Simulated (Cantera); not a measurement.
What does this Cantera script print?

```python
import numpy as np
import cantera as ct

gas_names = """
    C CN CO CO2 C2 CCN CNC C2N2 C2O C3 C3O2 C4 C4N2 C5 Fe FeC5O5 FeO N NCO NO NO2 NO3 N2 N2O O O2 O3
""".split()
cond_names = """
    C(gr) Fe(a) Fe(c) Fe(d) Fe(L) FeC5O5(L) FeO(s) FeO(L) Fe2O3(s) Fe3O4(s)
""".split()


# ... load() reads the species with a 1 bar reference pressure and builds the phases ...
atoms = {
    'Fe(CO)5': {'Fe': 1, 'C': 5, 'O': 5},
    'CO': {'C': 1, 'O': 1},
    'N2': {'N': 2},
}
top_T = {'C(gr)': 4500, 'Fe2O3(s)': 1830, 'Fe3O4(s)': 1870}  # K; cautious upper limits of use, not melting points


# ... equilibrate(T, P, feed) seeds the gas with the atoms and calls Mixture.equilibrate('TP', solver="vcs", rtol=1e-11, max_steps=5000) ...
results = []
feed = {'Fe(CO)5': 1, 'CO': 0.8, 'N2': 5.4}  # mol
T = 1250  # K
P = 13332.2  # Pa
mix = equilibrate(T, P, feed)
results.append((T, P, feed, dict(zip(mix.species_names, mix.species_moles))))
x = sorted(zip(gas.X, gas.species_names), reverse=True)
print(f"T = {T:g} K  P = {P:g} Pa  gas = {mix.phase_moles(0):.4g} mol")
print("   x: " + "  ".join(f"{s} {v:.3e}" for v, s in x if v > 0.001))
print("   condensed (mol): " + ("  ".join(f"{mix.phase(i).name} {mix.phase_moles(i):.4g}"
      for i in range(1, mix.n_phases) if mix.phase_moles(i) > 1e-12) or "none"))
```

Result:

```
T = 1250 K  P = 13332.2 Pa  gas = 11.2 mol
   x: CO 5.173e-01  N2 4.823e-01
   condensed (mol): C(gr) 0.003845  Fe(c) 1
```

Equilibrium computed with Cantera from the NASA thermochemical tables; the gas is ideal and each condensed phase is pure. Condensed phases not in the tables: cementite and carbon dissolved in iron.
